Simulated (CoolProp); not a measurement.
Vapour-liquid equilibrium of benzene (1) + n-heptane (2) at 299.6 K; x and y are mole fractions of (1).

The numbers come from the multi-fluid Helmholtz-energy mixture model, Thol 2012 and Span 2003; pair parameters Bell 2016 in CoolProp.

```csv
x,bubble pressure (bar),y at the bubble point,dew pressure at overall composition x (bar),liquid density (mol/L)
0.05,0.07197,0.135,0.06772,6.910
0.125,0.08142,0.294,0.07143,7.131
0.2,0.09020,0.414,0.07556,7.365
0.275,0.09812,0.506,0.08017,7.614
0.35,0.1051,0.579,0.08533,7.879
0.425,0.1112,0.639,0.09111,8.161
0.5,0.1164,0.689,0.09757,8.462
0.575,0.1209,0.733,0.1047,8.786
0.65,0.1248,0.774,0.1124,9.133
0.725,0.1281,0.814,0.1201,9.507
0.8,0.1310,0.856,0.1270,9.911
0.875,0.1333,0.902,0.1321,10.35
0.95,0.1350,0.957,0.1349,10.82
```

No azeotrope shows between x = 0.05 and 0.95.

The pair parameters rest on a limited set of measurements; away from them the model extrapolates.
